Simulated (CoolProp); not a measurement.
The numbers come from the reference Helmholtz-energy equation of state, Gedanitz 2015 in CoolProp.

Q: Give the vapour pressure (kPa), liquid density (kg/m³), enthalpy of vaporisation (kJ/kg), liquid cp (kJ/(kg K)) of saturated cyclopentane at 3.05, 63.65, 124.25 °C.

A: 
```csv
T (°C),p (kPa),liquid density (kg/m³),enthalpy of vaporisation (kJ/kg),liquid cp (kJ/(kg K))
3.05,16.5,762,421,1.71
63.65,159,701,378,2.01
124.25,712,629,323,2.37
```
